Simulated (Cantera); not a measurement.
Input (Python, Cantera):

```python
import numpy as np
import cantera as ct

gas = ct.Solution("h2o2.yaml")
gas.TPX = 1100, 2666, {'H2': 0.057, 'O2': 1, 'N2': 0.1}
reactor = ct.IdealGasConstPressureReactor(gas, energy="off", clone=False)
net = ct.ReactorNet([reactor])
net.rtol, net.atol = 1e-08, 1e-18
show = ['H2', 'O2', 'H2O', 'OH', 'H', 'H2O2']
times = np.geomspace(0.0009, 40, 12)

steps = ct.SolutionArray(gas, extra=["t"])
rows = []
print(f"{'t/s':>10s}{'T/K':>9s}{'P/Pa':>11s}" + "".join(f"{s:>11s}" for s in show))
for t in times:
    while net.time < t:
        t_next = net.step()
        steps.append(gas.state, t=t_next)
    rows.append([np.interp(t, steps.t, y) for y in (steps.T, steps.P, *steps(*show).X.T)])
    print(f"{t:10.3e}{rows[-1][0]:9.1f}{rows[-1][1]:11.4g}" + "".join(f"{x:11.3e}" for x in rows[-1][2:]))
rate = np.gradient(steps.T, steps.t)
print("integrator steps:", len(steps.t))
if steps.T.max() > steps.T[0] + 200:
    print(f"time of steepest temperature rise: {steps.t[rate.argmax()]:.4e} s")
gas.TPX = 1100, 2666, {'H2': 0.057, 'O2': 1, 'N2': 0.1}
gas.equilibrate("TP")
print(f"equilibrium (TP): T = {gas.T:.1f} K  " + "  ".join(f"{s} {gas[s].X[0]:.3e}" for s in show))
```

Output:

```
       t/s      T/K       P/Pa         H2         O2        H2O         OH          H       H2O2
 9.000e-04   1100.0       2666  4.926e-02  8.643e-01  3.564e-06  1.273e-06  1.277e-06  2.571e-11
 2.381e-03   1100.0       2666  7.185e-03  8.374e-01  3.427e-02  4.171e-03  1.164e-02  5.273e-07
 6.299e-03   1100.0       2666  6.293e-04  8.440e-01  4.638e-02  1.847e-03  3.976e-03  1.892e-07
 1.667e-02   1100.0       2666  2.018e-04  8.555e-01  4.927e-02  1.021e-03  6.993e-04  1.843e-07
 4.409e-02   1100.0       2666  3.778e-05  8.598e-01  5.019e-02  4.393e-04  5.716e-05  1.420e-07
 1.167e-01   1100.0       2666  5.799e-06  8.607e-01  5.041e-02  1.763e-04  3.672e-06  7.854e-08
 3.086e-01   1100.0       2666  9.776e-07  8.608e-01  5.047e-02  7.479e-05  2.768e-07  3.362e-08
 8.165e-01   1100.0       2666  2.028e-07  8.609e-01  5.049e-02  3.503e-05  2.832e-08  1.277e-08
 2.160e+00   1100.0       2666  5.141e-08  8.609e-01  5.050e-02  1.799e-05  3.834e-09  4.683e-09
 5.715e+00   1100.0       2666  1.511e-08  8.609e-01  5.050e-02  9.873e-06  6.349e-10  1.718e-09
 1.512e+01   1100.0       2666  4.906e-09  8.609e-01  5.051e-02  5.669e-06  1.204e-10  6.374e-10
 4.000e+01   1100.0       2666  1.727e-09  8.609e-01  5.051e-02  3.379e-06  2.553e-11  2.441e-10
integrator steps: 2125
equilibrium (TP): T = 1100.0 K  H2 4.422e-10  O2 8.609e-01  H2O 5.051e-02  OH 1.707e-06  H 3.352e-12  H2O2 6.914e-11
```

Model: the H2/O2 subset of GRI-Mech 3.0, which has no nitrogen chemistry, integrated in Cantera. Radical loss at walls, strong at low pressure, is not modelled. The temperature is held fixed by assumption; the heat of reaction is taken as removed at once.
